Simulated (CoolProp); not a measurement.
A single-stage vapour-compression cycle with n-butane: evaporating at 244.15 K (dew point), condensing at 283.15 K (bubble point), superheat 5 K, subcooling 8 K, compressor efficiency 0.6, no pressure losses. Each further row changes one setting.

The numbers come from the reference Helmholtz-energy equation of state, Bücker 2006 in CoolProp.

```csv
case,cooling COP,pressure ratio,discharge temperature (K),refrigerating effect (kJ/kg),volumetric capacity (kJ/m³)
as stated,3.46,5.01,313.3,347,293
evaporating temperature 249.15 K,4.12,3.94,___,354,374
condensing temperature 278.15 K,4.04,4.19,306.2,359,303
subcooling 13 K,3.57,5.01,313.3,359,303
superheat 15 K,3.46,5.01,324.0,363,294
compressor efficiency 0.5,___,5.01,___,347,293
```

**Question.** Fill in the missing entries.

**Answer.** 
- evaporating temperature 249.15 K, discharge temperature (K): 309.2
- compressor efficiency 0.5, cooling COP: 2.88
- compressor efficiency 0.5, discharge temperature (K): 324.3
